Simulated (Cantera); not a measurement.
Input (Python, Cantera):

```python
import numpy as np
import cantera as ct

gas = ct.Solution("gri30.yaml")
gas.TPX = 1525, 101325, {'CH4': 1, 'CO': 0.077, 'O2': 2.15, 'N2': 8.07}
reactor = ct.IdealGasConstPressureReactor(gas, energy="on", clone=False)
net = ct.ReactorNet([reactor])
net.rtol, net.atol = 1e-08, 1e-16
show = ['CH4', 'CO', 'O2', 'H', 'N2O', 'CH2', 'H2O']
times = np.geomspace(1e-06, 0.3, 10)

steps = ct.SolutionArray(gas, extra=["t"])
rows = []
print(f"{'t/s':>10s}{'T/K':>9s}{'P/Pa':>11s}" + "".join(f"{s:>11s}" for s in show))
for t in times:
    while net.time < t:
        t_next = net.step()
        steps.append(gas.state, t=t_next)
    rows.append([np.interp(t, steps.t, y) for y in (steps.T, steps.P, *steps(*show).X.T)])
    print(f"{t:10.3e}{rows[-1][0]:9.1f}{rows[-1][1]:11.4g}" + "".join(f"{x:11.3e}" for x in rows[-1][2:]))
rate = np.gradient(steps.T, steps.t)
print("integrator steps:", len(steps.t))
if steps.T.max() > steps.T[0] + 200:
    print(f"time of steepest temperature rise: {steps.t[rate.argmax()]:.4e} s")
gas.TPX = 1525, 101325, {'CH4': 1, 'CO': 0.077, 'O2': 2.15, 'N2': 8.07}
gas.equilibrate("HP")
print(f"equilibrium (HP): T = {gas.T:.1f} K  " + "  ".join(f"{s} {gas[s].X[0]:.3e}" for s in show))
```

Output:

```
       t/s      T/K       P/Pa        CH4         CO         O2          H        N2O        CH2        H2O
 1.000e-06   1525.0  1.013e+05  8.852e-02  6.816e-03  1.903e-01  1.433e-08  8.444e-14  1.013e-14  1.182e-08
 4.060e-06   1525.0  1.013e+05  8.852e-02  6.816e-03  1.903e-01  1.580e-08  6.443e-13  1.021e-13  1.294e-07
 1.649e-05   1525.0  1.013e+05  8.851e-02  6.816e-03  1.903e-01  1.898e-08  7.083e-12  1.087e-12  9.529e-07
 6.694e-05   1525.0  1.013e+05  8.849e-02  6.815e-03  1.903e-01  3.949e-08  8.581e-11  2.578e-11  1.133e-05
 2.718e-04   1525.7  1.013e+05  8.808e-02  6.821e-03  1.901e-01  3.113e-07  7.621e-10  1.444e-09  2.594e-04
 1.104e-03   2672.9  1.013e+05  6.497e-16  4.065e-02  3.031e-02  1.052e-02  3.458e-07  8.044e-15  1.368e-01
 4.481e-03   2731.3  1.013e+05  1.036e-15  3.818e-02  2.509e-02  7.799e-03  5.393e-07  1.018e-14  1.419e-01
 1.820e-02   2729.8  1.013e+05  1.052e-15  3.822e-02  2.462e-02  7.762e-03  5.567e-07  1.015e-14  1.419e-01
 7.388e-02   2729.8  1.013e+05  1.052e-15  3.822e-02  2.462e-02  7.762e-03  5.567e-07  1.015e-14  1.419e-01
 3.000e-01   2729.8  1.013e+05  1.052e-15  3.822e-02  2.462e-02  7.762e-03  5.567e-07  1.015e-14  1.419e-01
integrator steps: 1855
time of steepest temperature rise: 9.0325e-04 s
equilibrium (HP): T = 2729.8 K  CH4 1.403e-15  CO 3.822e-02  O2 2.462e-02  H 7.762e-03  N2O 5.567e-07  CH2 1.109e-14  H2O 1.419e-01
```

Model: GRI-Mech 3.0 (53 species, 325 reactions), integrated in Cantera.
